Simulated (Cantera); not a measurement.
An adiabatic, constant-pressure homogeneous reactor starts with CH4 : O2 : N2 = 1 : 1.82 : 6.84 (molar parts), equivalence ratio 1.1, at 1648 K and 2.80 bar. Integrator tolerance rtol = 1e-08.

Cantera simulation using GRI-Mech 3.0 (53 species, 325 reactions); the numbers are that mechanism's predictions, not measurements.

Problem. What does this change do: 0.5 parts CO2 added?

Solution. 
```json
[
 {"quantity": "time of steepest temperature rise", "before": "0.144 ms", "after": "0.155 ms"},
 {"quantity": "temperature at 0.400 s", "before": "2883 K", "after": "2803 K"},
 {"quantity": "equilibrium temperature", "before": "2883 K", "after": "2803 K"},
 {"quantity": "x(CH4) at 0.400 s", "before": "<1e-12 (gas-phase equilibrium <1e-12)", "after": "<1e-12 (gas-phase equilibrium <1e-12)"},
 {"quantity": "x(O2) at 0.400 s", "before": "0.0121 (gas-phase equilibrium 0.0121)", "after": "0.0140 (gas-phase equilibrium 0.0140)"},
 {"quantity": "x(C2H4) at 0.400 s", "before": "<1e-12 (gas-phase equilibrium <1e-12)", "after": "<1e-12 (gas-phase equilibrium <1e-12)"},
 {"quantity": "x(O) at 0.400 s", "before": "0.00492 (gas-phase equilibrium 0.00492)", "after": "0.00391 (gas-phase equilibrium 0.00391)"},
 {"quantity": "x(N2O) at 0.400 s", "before": "7.87e-7 (gas-phase equilibrium 7.87e-7)", "after": "7.24e-7 (gas-phase equilibrium 7.24e-7)"},
 {"quantity": "x(C2H) at 0.400 s", "before": "<1e-12 (gas-phase equilibrium <1e-12)", "after": "<1e-12 (gas-phase equilibrium <1e-12)"}
]
```
